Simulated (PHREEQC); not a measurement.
Solution (90 °C): 0.12 mol/kgw HF, 4.5e-05 mol/kgw NH4HF2 and 0.08 mol/kgw H2SiF6. Closed to the air; pH follows from the charge balance.

The numbers come from PHREEQC with the ion-association model, wateq4f.dat.

```tsv
quantity	before	after
pH	0.91	0.91
H2F2 (mol/kgw)	0.00272	0.00982
F- (mol/kgw)	0.000274	0.000517
H4SiO4 (mol/kgw)	0.000200	4.28e-6
SI of Quartz (SiO2)	-0.47	-2.14
```

Question: Which change was made?
A. HF from 0.12 to 0.012 mol/kgw
B. NH4HF2 left out
C. NH4HF2 from 4.5e-05 to 4.05e-05 mol/kgw
D. HF from 0.12 to 0.24 mol/kgw
E. NH4HF2 from 4.5e-05 to 6.75e-05 mol/kgw

Answer: D, HF from 0.12 to 0.24 mol/kgw

Precipitation was switched off in this run. Constants without temperature data keep their 25 °C values here. SiF6-2 is the database's only silicon fluoride.
